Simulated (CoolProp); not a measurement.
A simple Rankine cycle with R1224YDZ: condensing at 319.15 K, boiler at 2.09 MPa, turbine inlet 417.7 K, turbine efficiency 0.65, pump efficiency 0.6, no recuperator. Each further row changes one setting.

The numbers come from the reference Helmholtz-energy equation of state, Akasaka 2023 in CoolProp.

```csv
case,thermal efficiency (%),net work (kJ/kg),heat in (kJ/kg),turbine exit temperature (K),volume ratio over the turbine
as stated,9.6,20.8,217,(withheld),8.53
turbine inlet 437.7 K,9.5,23.1,242,391.3,(withheld)
condensing temperature 311.15 K,(withheld),(withheld),227,363.0,10.9
boiler pressure 1.46 MPa,8.3,18.9,229,(withheld),5.36
turbine efficiency 0.55,7.9,17.2,217,371.3,8.64
```

Complete the blanks.


- as stated, turbine exit temperature (K): 367.4
- turbine inlet 437.7 K, volume ratio over the turbine: 8.00
- condensing temperature 311.15 K, thermal efficiency (%): 10.5
- condensing temperature 311.15 K, net work (kJ/kg): 23.7
- boiler pressure 1.46 MPa, turbine exit temperature (K): 381.8
